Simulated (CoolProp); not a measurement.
A closed Brayton cycle with carbon dioxide: compressor inlet 312.15 K and 9.9 MPa, high pressure 19.7 MPa, turbine inlet 995 K, compressor efficiency 0.85, turbine efficiency 0.9, recuperator effectiveness 0.8 (on enthalpy, no pinch check). Each further row changes one setting.

Computed with CoolProp (reference Helmholtz-energy equation of state, Span 1996).

```
case                           thermal efficiency (%)  net work (kJ/kg)  compressor to turbine work  compressor exit (K)  turbine exit (K)
-----------------------------  ----------------------  ----------------  --------------------------  -------------------  ----------------
as stated                                        27.1              96.7                        0.15                333.3             900.7
turbine inlet 945 K                              26.7              90.7                        0.16                333.3             853.9
compressor inlet 322.15 K                        27.1              88.6                        0.22                364.2             900.7
high pressure 16.7 MPa                           23.1              75.3                        0.14                327.8             922.8
recuperator effectiveness 0.5                    17.0              96.7                        0.15                333.3             900.7
```
